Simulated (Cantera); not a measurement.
A Cantera script and what it prints.

```python
import numpy as np
import cantera as ct

gas_names = """
    H HO2 H2 H2O H2O2 O OH O2 O3 Ti TiO TiO2
""".split()
cond_names = """
    H2O(s) H2O(L) Ti(a) Ti(b) Ti(L) TiO(a) TiO(b) TiO(L) TiO2(ru) TiO2(L) Ti2O3(a) Ti2O3(b) Ti2O3(L)
    Ti3O5(a) Ti3O5(b) Ti3O5(L) Ti4O7(s) Ti4O7(L)
""".split()


# ... load() reads the species with a 1 bar reference pressure and builds the phases ...
atoms = {
    'Ti': {'Ti': 1},
    'H2O': {'H': 2, 'O': 1},
}
top_T = {}  # K; cautious upper limits of use, not melting points


# ... equilibrate(T, P, feed) seeds the gas with the atoms and calls Mixture.equilibrate('TP', solver="vcs", rtol=1e-11, max_steps=5000) ...
results = []
feed = {'Ti': 1, 'H2O': 0.64}  # mol
P = 85000  # Pa
for T in [1075, 1175, 1275, 1375, 1475, 1575, 1675, 1775, 1875, 1975, 2075, 2175]:
    mix = equilibrate(T, P, feed)
    results.append((T, P, feed, dict(zip(mix.species_names, mix.species_moles))))
    x = sorted(zip(gas.X, gas.species_names), reverse=True)
    print(f"T = {T:g} K  P = {P:g} Pa  gas = {mix.phase_moles(0):.4g} mol")
    print("   x: " + "  ".join(f"{s} {v:.3e}" for v, s in x if v > 0.0001))
    print("   condensed (mol): " + ("  ".join(f"{mix.phase(i).name} {mix.phase_moles(i):.4g}"
          for i in range(1, mix.n_phases) if mix.phase_moles(i) > 1e-12) or "none"))
```

It prints:

```
T = 1075 K  P = 85000 Pa  gas = 0.64 mol
   x: H2 1.000e+00
   condensed (mol): Ti(a) 0.36  TiO(a) 0.64
T = 1175 K  P = 85000 Pa  gas = 0.64 mol
   x: H2 1.000e+00
   condensed (mol): Ti(b) 0.36  TiO(a) 0.64
T = 1275 K  P = 85000 Pa  gas = 0.64 mol
   x: H2 1.000e+00
   condensed (mol): Ti(b) 0.36  TiO(b) 0.64
T = 1375 K  P = 85000 Pa  gas = 0.64 mol
   x: H2 1.000e+00
   condensed (mol): Ti(b) 0.36  TiO(b) 0.64
T = 1475 K  P = 85000 Pa  gas = 0.64 mol
   x: H2 1.000e+00
   condensed (mol): Ti(b) 0.36  TiO(b) 0.64
T = 1575 K  P = 85000 Pa  gas = 0.64 mol
   x: H2 1.000e+00
   condensed (mol): Ti(b) 0.36  TiO(b) 0.64
T = 1675 K  P = 85000 Pa  gas = 0.64 mol
   x: H2 9.999e-01  H 1.259e-04
   condensed (mol): Ti(b) 0.36  TiO(b) 0.64
T = 1775 K  P = 85000 Pa  gas = 0.6401 mol
   x: H2 9.997e-01  H 3.139e-04
   condensed (mol): Ti(b) 0.36  TiO(b) 0.64
T = 1875 K  P = 85000 Pa  gas = 0.6402 mol
   x: H2 9.993e-01  H 7.107e-04
   condensed (mol): Ti(b) 0.36  TiO(b) 0.64
T = 1975 K  P = 85000 Pa  gas = 0.6405 mol
   x: H2 9.985e-01  H 1.483e-03
   condensed (mol): Ti(L) 0.36  TiO(b) 0.64
T = 2075 K  P = 85000 Pa  gas = 0.6409 mol
   x: H2 9.971e-01  H 2.885e-03
   condensed (mol): Ti(L) 0.36  TiO(L) 0.64
T = 2175 K  P = 85000 Pa  gas = 0.6418 mol
   x: H2 9.946e-01  H 5.281e-03
   condensed (mol): Ti(L) 0.3599  TiO(L) 0.64
```

These are equilibrium values from Cantera (NASA tables, ideal gas, pure condensed phases), not measurements of a reactor. Each liquid is taken as pure. Mutual solubility and eutectic melting of coexisting phases are not modelled. TiO: taken at fixed stoichiometry. Condensed phases not in the tables: N, O or C dissolved in the metal.
